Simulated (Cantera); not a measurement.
An isothermal, constant-pressure homogeneous reactor starts with C₃H₈ : H₂ = 1 : 91 (molar parts), at 1625 K and 0.132 atm.

Cantera simulation using GRI-Mech 3.0 (53 species, 325 reactions); the numbers are that mechanism's predictions, not measurements. GRI-Mech 3.0 was tuned for natural gas; its chemistry of propane as a main component is partial and can be far from experiment. GRI-Mech 3.0 stops at C3 and has no aromatics, soot or wall deposition, so with more carbon than oxygen in the feed, carbon stays in small species such as C2H2 where larger ones or solid carbon would form.

One state of this run: x C₃H₈ = 1.87e-11; x H₂ = 0.978; x CH₂ = 7.91e-9; x C₂H = 7.44e-9; x CH₄ = 0.0113. x: mole fraction; the columns are a selection and need not sum to one.

Problem. Which value of t (s) does it belong to?
A) 4.00
B) 0.00126
C) 0.0126
D) 0.400

Solution. D, 0.400
